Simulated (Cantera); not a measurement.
A freely propagating, adiabatic, planar premixed flame of 29.8 % H2, 13.6 % O2, 51.0 % N2, 5.66 % H2O, equivalence ratio 1.1, unburnt at 348 K and 100.0 Torr; mixture-averaged transport, grid criteria slope 0.08 and curve 0.16, no radiation.

Model: the H2/O2 subset of GRI-Mech 3.0, which has no nitrogen chemistry, integrated in Cantera. Burning velocities carry a grid error of a few per cent, more on coarse grids.

Q: Predict: laminar burning velocity; thermal thickness; peak x(O); peak x(H); peak x(OH).

A: 
```json
{
  "laminar_burning_velocity": "246 cm/s",
  "thermal_thickness": "5.06 mm",
  "peak x(O)": "0.00943",
  "peak x(H)": "0.0709",
  "peak x(OH)": "0.0131"
}
```
